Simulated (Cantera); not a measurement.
An isothermal, constant-pressure homogeneous reactor starts with NO : N₂ = 1 : 1.5 (molar parts), at 1925 K and 113 Torr. Integrator tolerance rtol = 1e-08.

Model: GRI-Mech 3.0 (53 species, 325 reactions), integrated in Cantera.

**Question.** What does this change do: pressure from 113 Torr to 46.5 Torr?

**Answer.** 
```csv
quantity,before,after
x(NO) at 6.00 s,0.191 (gas-phase equilibrium 0.00604),0.275 (gas-phase equilibrium 0.00604)
x(NO₂) at 6.00 s,0.000102 (gas-phase equilibrium 4.44e-6),7.28e-5 (gas-phase equilibrium 2.86e-6)
x(O₂) at 6.00 s,0.104 (gas-phase equilibrium 0.197),0.0620 (gas-phase equilibrium 0.197)
x(O) at 6.00 s,0.000316 (gas-phase equilibrium 0.000424),0.000393 (gas-phase equilibrium 0.000659)
x(N₂) at 6.00 s,0.705 (gas-phase equilibrium 0.797),0.662 (gas-phase equilibrium 0.797)
```

**Question.** What does this change do: pressure from 113 Torr to 0.910 bar?

**Answer.** 
```
quantity                                             before                                      after
----------------  -----------------------------------------  -----------------------------------------
x(NO) at 6.00 s       0.191 (gas-phase equilibrium 0.00604)     0.0425 (gas-phase equilibrium 0.00604)
x(NO₂) at 6.00 s   0.000102 (gas-phase equilibrium 4.44e-6)    7.34e-5 (gas-phase equilibrium 1.10e-5)
x(O₂) at 6.00 s         0.104 (gas-phase equilibrium 0.197)        0.179 (gas-phase equilibrium 0.197)
x(O) at 6.00 s    0.000316 (gas-phase equilibrium 0.000424)  0.000164 (gas-phase equilibrium 0.000172)
x(N₂) at 6.00 s         0.705 (gas-phase equilibrium 0.797)        0.779 (gas-phase equilibrium 0.797)
```
